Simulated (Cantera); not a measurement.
Input: 1 mol SiH4, 2.4 mol CH4, 1.5 mol H2, at 2400 K and 110 Pa.

These are equilibrium values from Cantera (NASA tables, ideal gas, pure condensed phases), not measurements of a reactor. Candidate condensed phases: C, C6H6, C7H8, C8H18, Si, SiC; 87 gas species. Gases not in the tables: Si2H6 and higher silanes. Kinetics and transport are ignored.

Base state: H2 0.552, H 0.356, Si 0.0712, SiC2 0.0137, C2H2 (acetylene) 0.00385, Si2C 0.00149, SiH 0.000543, C2H 0.000143 (mole fractions); condensed: C(graphite).

What changes in the equilibrium state with this change: temperature from 2400 K to 2498.15 K?


| species | before | after |
|---|---|---|
| H | 0.356 | 0.490 |
| H2 | 0.552 | 0.424 |
| Si | 0.0712 | 0.0633 |
| SiC2 | 0.0137 | 0.0163 |
| C2 | 8.06e-6 | 4.04e-5 |
| C3 | 8.92e-5 | 0.000439 |
| C | 3.61e-5 | 0.000147 |
| Si2C | 0.00149 | 0.000562 |
| C(graphite), mol | 1.98 | 1.85 |
